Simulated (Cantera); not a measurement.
A perfectly stirred reactor is fed with NO : N2 = 1 : 2 (molar parts), at 130000 Pa; it is held at 2100 K, and followed from long to short residence time.

Detailed kinetics in Cantera: GRI-Mech 3.0 (53 species, 325 reactions).

x: mole fraction; the columns are a selection and need not sum to one.

| τ (s) | x NO | x O | x N2O | x NO2 | x O2 | x N2 |
|---|---|---|---|---|---|---|
| 1.8 | 0.0624 | 0.000453 | 2.30e-6 | 8.41e-5 | 0.135 | 0.802 |
| 0.84 | 0.100 | 0.000423 | 5.14e-6 | 0.000125 | 0.116 | 0.783 |
| 0.39 | 0.153 | 0.000375 | 1.15e-5 | 0.000170 | 0.0896 | 0.757 |
| 0.18 | 0.214 | 0.000312 | 2.24e-5 | 0.000196 | 0.0593 | 0.726 |
| 0.085 | 0.265 | 0.000246 | 3.45e-5 | 0.000189 | 0.0340 | 0.701 |
| 0.039 | 0.299 | 0.000189 | 4.45e-5 | 0.000162 | 0.0169 | 0.684 |
| 0.018 | 0.317 | (withheld) | 5.03e-5 | (withheld) | (withheld) | 0.675 |
| 0.0086 | 0.326 | 0.000128 | 5.28e-5 | 0.000116 | 0.00366 | 0.670 |
| 0.0040 | 0.330 | (withheld) | 5.31e-5 | (withheld) | (withheld) | 0.668 |
| 0.0019 | 0.332 | 0.000102 | 5.16e-5 | 9.29e-5 | 0.000698 | 0.667 |

**Question.** Some entries are withheld; supply them.

**Answer.** 
- 0.018, x O: 0.000150
- 0.018, x NO2: 0.000135
- 0.018, x O2: 0.00784
- 0.0040, x O: 0.000113
- 0.0040, x NO2: 0.000103
- 0.0040, x O2: 0.00162
